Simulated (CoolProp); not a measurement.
The numbers come from the reference Helmholtz-energy equation of state, Lemmon 2006 in CoolProp. It is a short technical equation, of lower accuracy than the large ones.

Q: For acetone, give the phase and the speed of sound (m/s), isothermal compressibility (1/MPa) at 239.25 °C and 5.1 MPa; 276.85 °C and 5.1 MPa.

A: 
- 239.25 °C and 5.1 MPa: supercritical; speed of sound 139, isothermal compressibility 0.971
- 276.85 °C and 5.1 MPa: supercritical; speed of sound 204, isothermal compressibility 0.343
